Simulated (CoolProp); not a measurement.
Vapour-liquid equilibrium of R22 (1) + R152A (2) at 23.9 bar; x and y are mole fractions of (1).

The numbers come from the multi-fluid Helmholtz-energy mixture model, Kamei 1995 and Outcalt 1996; pair parameters Bell 2016 in CoolProp.

Problem. Give the bubble temperature and the first vapour's composition at x = 0.2, 0.35, 0.65. Is there an azeotrope?

Solution. x = 0.2: 77.2 °C, y = 0.237; x = 0.35: 74.2 °C, y = 0.406; x = 0.65: 67.7 °C, y = 0.714. No azeotrope shows between x = 0.05 and 0.95.

Pair parameters are fitted to limited data, so mixtures are less certain than the pure fluids.
